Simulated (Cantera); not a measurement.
# Adiabatic ignition

An adiabatic, constant-pressure homogeneous reactor starts with 4.80 % CH4, 1.06 % C2H6, 19.8 % O2, 74.3 % N2, equivalence ratio 0.67, at 1473 K and 2550 Torr.

Cantera simulation using GRI-Mech 3.0 (53 species, 325 reactions); the numbers are that mechanism's predictions, not measurements.

```
t (s)     T (K)   x CH4   x C2H6    x O2      x H     x CO2
--------  -----  ------  -------  ------  -------  --------
7.00e-6    1473  0.0479   0.0105   0.198  4.09e-7   2.02e-8
1.46e-5    1472  0.0479   0.0104   0.198  1.65e-6   2.67e-7
3.05e-5    1475  0.0470  0.00960   0.197  8.88e-6   5.30e-6
6.37e-5    1564  0.0363  0.00383   0.181  7.65e-5  0.000250
0.000133   2611  <1e-12   <1e-12  0.0657  0.00177    0.0564
0.000277   2640  <1e-12   <1e-12  0.0647  0.00131    0.0585
0.000579   2638  <1e-12   <1e-12  0.0639  0.00129    0.0586
0.00121    2634  <1e-12   <1e-12  0.0625  0.00127    0.0586
0.00252    2628  <1e-12   <1e-12  0.0606  0.00123    0.0588
0.00527    2623  <1e-12   <1e-12  0.0590  0.00121    0.0588
0.0110     2622  <1e-12   <1e-12  0.0585  0.00120    0.0589
0.0230     2622  <1e-12   <1e-12  0.0585  0.00120    0.0589
0.0479     2622  <1e-12   <1e-12  0.0585  0.00120    0.0589
0.100      2622  <1e-12   <1e-12  0.0585  0.00120    0.0589
```
x: mole fraction; the columns are a selection and need not sum to one.

* **time of steepest temperature rise**: 78.7 µs
* **temperature at 0.100 s**: 2622 K
* **equilibrium temperature**: 2622 K
* **x(CH4) at 0.100 s**: <1e-12 (gas-phase equilibrium <1e-12)
* **x(C2H6) at 0.100 s**: <1e-12 (gas-phase equilibrium <1e-12)
* **x(O2) at 0.100 s**: 0.0585 (gas-phase equilibrium 0.0585)
